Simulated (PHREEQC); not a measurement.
A solution holds 0.0089 mol/kgw Li2CO3, at 20 °C. Closed to the air; pH follows from the charge balance.

Equilibrium calculation in PHREEQC: ion-association model, phreeqc.dat.

pH: 11.09
ionic strength: 0.0257 mol/kgw
specific conductance: 1560 µS/cm
total alkalinity: 17.8 meq/kg

```csv
species,molality,activity,log γ
Li+,0.0178,0.0154,-0.062
CO3-2,0.00791,0.00442,-0.253
OH-,0.000986,0.000843,-0.069
HCO3-,0.000986,0.000853,-0.063
CO2,1.66e-8,1.67e-8,0.003
```

This is a speciation only: nothing precipitates in the calculation. Species that the database lacks are ignored.
